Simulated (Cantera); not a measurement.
# Premixed flame

A freely propagating, adiabatic, planar premixed flame of 54.1 % H₂, 9.68 % O₂, 36.3 % N₂, equivalence ratio 2.8, unburnt at 425 K and 1.01 bar; mixture-averaged transport, grid criteria slope 0.08 and curve 0.16, no radiation.

Detailed kinetics in Cantera: the H2/O2 subset of GRI-Mech 3.0, which has no nitrogen chemistry. Burning velocities carry a grid error of a few per cent, more on coarse grids.

```json
[
 {"z (mm)": "-1.24", "T (K)": "425", "u (m/s)": "4.35", "x H₂": "0.541", "x O₂": "0.0968", "x OH": "<1e-8", "x H₂O": "<1e-8", "x O": "<1e-8", "x H₂O₂": "<1e-8"},
 {"z (mm)": "-0.825", "T (K)": "425", "u (m/s)": "4.35", "x H₂": "0.541", "x O₂": "0.0968", "x OH": "<1e-8", "x H₂O": "<1e-8", "x O": "<1e-8", "x H₂O₂": "<1e-8"},
 {"z (mm)": "-0.619", "T (K)": "425", "u (m/s)": "4.35", "x H₂": "0.541", "x O₂": "0.0968", "x OH": "<1e-8", "x H₂O": "<1e-8", "x O": "<1e-8", "x H₂O₂": "<1e-8"},
 {"z (mm)": "-0.413", "T (K)": "425", "u (m/s)": "4.36", "x H₂": "0.540", "x O₂": "0.0968", "x OH": "<1e-8", "x H₂O": "8.39e-7", "x O": "<1e-8", "x H₂O₂": "<1e-8"},
 {"z (mm)": "-0.206", "T (K)": "469", "u (m/s)": "4.75", "x H₂": "0.534", "x O₂": "0.0971", "x OH": "6.01e-5", "x H₂O": "0.00143", "x O": "8.21e-6", "x H₂O₂": "1.50e-5"},
 {"z (mm)": "-0.103", "T (K)": "739", "u (m/s)": "7.29", "x H₂": "0.503", "x O₂": "0.0896", "x OH": "0.000473", "x H₂O": "0.0246", "x O": "0.000162", "x H₂O₂": "2.73e-5"},
 {"z (mm)": "0", "T (K)": "1098", "u (m/s)": "10.6", "x H₂": "0.437", "x O₂": "0.0631", "x OH": "0.000770", "x H₂O": "0.0844", "x O": "0.00106", "x H₂O₂": "2.30e-6"},
 {"z (mm)": "0.103", "T (K)": "1343", "u (m/s)": "12.9", "x H₂": "0.372", "x O₂": "0.0241", "x OH": "0.00127", "x H₂O": "0.160", "x O": "0.00133", "x H₂O₂": "4.51e-7"},
 {"z (mm)": "0.206", "T (K)": "1457", "u (m/s)": "13.9", "x H₂": "0.348", "x O₂": "0.00599", "x OH": "0.00118", "x H₂O": "0.195", "x O": "0.000571", "x H₂O₂": "2.04e-7"},
 {"z (mm)": "0.413", "T (K)": "1553", "u (m/s)": "14.8", "x H₂": "0.346", "x O₂": "0.000400", "x OH": "0.00115", "x H₂O": "0.206", "x O": "0.000180", "x H₂O₂": "1.18e-7"},
 {"z (mm)": "0.825", "T (K)": "1643", "u (m/s)": "15.5", "x H₂": "0.353", "x O₂": "3.64e-5", "x OH": "0.00115", "x H₂O": "0.208", "x O": "0.000117", "x H₂O₂": "8.43e-8"},
 {"z (mm)": "1.65", "T (K)": "1728", "u (m/s)": "16.2", "x H₂": "0.362", "x O₂": "1.86e-5", "x OH": "0.00102", "x H₂O": "0.210", "x O": "7.13e-5", "x H₂O₂": "4.99e-8"},
 {"z (mm)": "3.30", "T (K)": "1799", "u (m/s)": "16.8", "x H₂": "0.369", "x O₂": "9.22e-6", "x OH": "0.000801", "x H₂O": "0.211", "x O": "3.58e-5", "x H₂O₂": "2.48e-8"}
]
```
x: mole fraction of selected species; z is measured from the peak of heat release.

```
Quantity                    Result
------------------------  --------
laminar burning velocity  435 cm/s
thermal thickness         0.413 mm
peak x(OH)                 0.00127
peak x(O)                  0.00148
peak x(H₂O₂)               3.41e-5
grid points                    126
```
